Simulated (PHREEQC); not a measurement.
A made-up water analysis in mg/L, 2.3 °C, pH 6.75, pe 2.2:

```json
[
 {"constituent": "Na", "mg/L": "64.4"},
 {"constituent": "K", "mg/L": "0.0768"},
 {"constituent": "Ca", "mg/L": "4.76"},
 {"constituent": "Mg", "mg/L": "4.44"},
 {"constituent": "Cl", "mg/L": "28.2"},
 {"constituent": "S(6) as SO4", "mg/L": "39.5"},
 {"constituent": "Alkalinity as HCO3", "mg/L": "111"},
 {"constituent": "Mn(2)", "mg/L": "0.019"}
]
```

Valence states are taken as typed.

Equilibrium calculation in PHREEQC: ion-association model, phreeqc.dat.

Precipitation was switched off in this run.

Task: Order these Mn species by the share of Mn that they hold, largest first: MnCO3, MnSO4, MnHCO3+, Mn+2, MnCl+.

Result: Mn+2 (86 %), MnHCO3+ (11 %), MnSO4 (2.3 %), MnCO3 (1.3 %), MnCl+ (0.21 %)

The pH is 6.75 and the ionic strength 0.00408 mol/kgw. Constants without temperature data keep their 25 °C values here.
